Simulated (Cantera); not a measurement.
# Transport properties of process gases

Gas mixture: C₃H₈ : NH₃ = 0.63 : 0.49 (molar parts), at 0.000210 bar, frozen composition.

Cantera's kinetic-theory transport with the Lennard-Jones parameters of GRI-Mech 3.0, ideal gas; thermal conductivity in the mixture-averaged form. Polar gases are described roughly by these parameters.

```tsv
T (K)	ρ (kg/m³)	cp (J/kg/K)	μ (µPa s)	λ (mW/m/K)	Pr	D (cm²/s) O	D (cm²/s) C₂H₂	D (cm²/s) NH₃
400	0.000204	2165	11.9	36.1	0.715	1850	945	961
500	0.000163	2530	14.6	51.0	0.726	2750	1440	1480
600	0.000136	2858	17.2	66.9	0.734	3780	2010	2100
700	0.000116	3146	19.6	83.4	0.739	4930	2650	2800
800	0.000102	3396	21.9	100	0.742	6200	3360	3580
900	9.05e-5	3613	24.0	117	0.742	7580	4130	4430
1000	8.15e-5	3812	26.1	134	0.744	9060	4960	5350
```
D: mixture-averaged diffusion coefficient of that species in the mixture.
